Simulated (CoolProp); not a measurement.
Saturation properties of R1234yf.

The numbers come from the reference Helmholtz-energy equation of state, Lemmon 2022 in CoolProp.

```csv
T (°C),p (MPa),vapour density (kg/m³),enthalpy of vaporisation (kJ/kg)
-97.45,0.001229,0.09607,?
-90.15,0.002384,0.1792,210.6
-82.75,0.004392,0.3178,207.1
-75.45,0.007610,0.5316,203.7
-68.05,0.01267,0.8562,?
-60.75,0.02011,1.318,196.6
-53.45,0.03079,1.961,193.1
-46.05,0.04589,2.846,189.4
-38.75,0.06608,4.002,185.7
-31.35,0.09317,5.523,181.8
-24.05,0.1278,?,177.9
-16.65,0.1723,9.866,173.7
-9.35,?,12.84,169.3
-1.95,?,16.53,164.7
```

Q: What belongs in the gaps?

A: 
- -97.45, enthalpy of vaporisation (kJ/kg): 214.2
- -68.05, enthalpy of vaporisation (kJ/kg): 200.1
- -24.05, vapour density (kg/m³): 7.434
- -9.35, p (MPa): 0.2272
- -1.95, p (MPa): 0.2955

It boils at -29.5 °C under 1 atm.
